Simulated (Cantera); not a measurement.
Feed: 1 mol FeS₂, 42 mol H₂, 3.6 mol N₂, 0.00061 mol CH₄, at 1 atm.

Cantera equilibrium calculation (NASA polynomials, part measured and part estimated; ideal gas, pure solids and liquids). Candidate condensed phases: C, C₆H₆, C₇H₈, C₈H₁₈, Fe, FeS, FeS₂, S; 101 gas species. FeS: taken at fixed stoichiometry. Equilibrium is a limit: real reactors are often held back by kinetics, nucleation or transport.

Task: Which condensed phases are stable at each of these points (T (K)): 1450, 1500, 1550, 1600, 1650, 1700, 1750?

Result: 
```tsv
T (K)	condensed phases	Fe condensed (%)
1450	FeS(s)	100.0
1500	FeS(l)	100.0
1550	FeS(l)	100.0
1600	FeS(l)	100.0
1650	FeS(l)	100.0
1700	FeS(l)	100.0
1750	FeS(l)	99.9
```

At 1450 K the condensed part is FeS(s). From 1500 K to 1750 K the condensed part is FeS(l).
